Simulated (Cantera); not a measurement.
Mixture: C3H8 : O2 : N2 = 1 : 2.78 : 14.7 (molar parts), at 750 Torr, adiabatic and at constant pressure. Ignition delay is the time to a rise of 400 K.

Computed with Cantera and GRI-Mech 3.0 (53 species, 325 reactions). GRI-Mech 3.0 was tuned for natural gas; its chemistry of propane as a main component is partial and can be far from experiment.

Predict: delay at 1075 K; delay at 1175 K; delay at 1275 K; delay at 1375 K; delay at 1475 K; apparent activation energy between 1425 and 1525 K.


| Property | Value |
|---|---|
| delay at 1075 K | 0.127 s |
| delay at 1175 K | 13.3 ms |
| delay at 1275 K | 1.96 ms |
| delay at 1375 K | 0.430 ms |
| delay at 1475 K | 0.136 ms |
| apparent activation energy between 1425 and 1525 K | 180 kJ/mol |
